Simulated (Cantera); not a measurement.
# Hydrocarbon pyrolysis for carbon deposition

An isothermal, constant-pressure homogeneous reactor starts with CH4 : N2 = 1 : 4.8 (molar parts), at 1725 K and 101000 Pa.

Detailed kinetics in Cantera: GRI-Mech 3.0 (53 species, 325 reactions). GRI-Mech 3.0 stops at C3 and has no aromatics, soot or wall deposition, so with more carbon than oxygen in the feed, carbon stays in small species such as C2H2 where larger ones or solid carbon would form.

```json
[
 {"t (s)": "1.00e-6", "x CH4": "0.172", "x C2H2": "<1e-12", "x C2H4": "1.11e-11", "x CH2": "1.48e-11", "x H2": "2.45e-6", "x C2H6": "6.92e-11"},
 {"t (s)": "4.68e-6", "x CH4": "0.172", "x C2H2": "1.05e-12", "x C2H4": "3.38e-9", "x CH2": "2.83e-10", "x H2": "1.33e-5", "x C2H6": "8.51e-9"},
 {"t (s)": "2.19e-5", "x CH4": "0.172", "x C2H2": "8.55e-10", "x C2H4": "4.90e-7", "x CH2": "5.10e-9", "x H2": "6.49e-5", "x C2H6": "8.40e-7"},
 {"t (s)": "0.000102", "x CH4": "0.172", "x C2H2": "5.09e-7", "x C2H4": "4.35e-5", "x CH2": "7.13e-8", "x H2": "0.000388", "x C2H6": "5.08e-5"},
 {"t (s)": "0.000478", "x CH4": "0.166", "x C2H2": "0.000168", "x C2H4": "0.00155", "x CH2": "3.86e-7", "x H2": "0.00481", "x C2H6": "0.000594"},
 {"t (s)": "0.00224", "x CH4": "0.129", "x C2H2": "0.0114", "x C2H4": "0.00654", "x CH2": "4.10e-7", "x H2": "0.0483", "x C2H6": "0.000498"},
 {"t (s)": "0.0105", "x CH4": "0.0704", "x C2H2": "0.0419", "x C2H4": "0.00137", "x CH2": "1.84e-7", "x H2": "0.129", "x C2H6": "0.000102"},
 {"t (s)": "0.0489", "x CH4": "0.0228", "x C2H2": "0.0632", "x C2H4": "0.000595", "x CH2": "6.70e-8", "x H2": "0.191", "x C2H6": "1.05e-5"},
 {"t (s)": "0.229", "x CH4": "0.00547", "x C2H2": "0.0706", "x C2H4": "0.000613", "x CH2": "1.81e-8", "x H2": "0.213", "x C2H6": "7.25e-7"},
 {"t (s)": "1.07", "x CH4": "0.00284", "x C2H2": "0.0717", "x C2H4": "0.000628", "x CH2": "9.69e-9", "x H2": "0.216", "x C2H6": "2.71e-7"},
 {"t (s)": "5.00", "x CH4": "0.00282", "x C2H2": "0.0717", "x C2H4": "0.000628", "x CH2": "9.62e-9", "x H2": "0.216", "x C2H6": "2.69e-7"}
]
```
x: mole fraction; the columns are a selection and need not sum to one.

Equilibrium at this temperature and pressure: CH4 0.00186, C2H2 0.0306, C2H4 0.000270, CH2 6.30e-9, H2 0.218, C2H6 1.16e-7 (gas phase only).
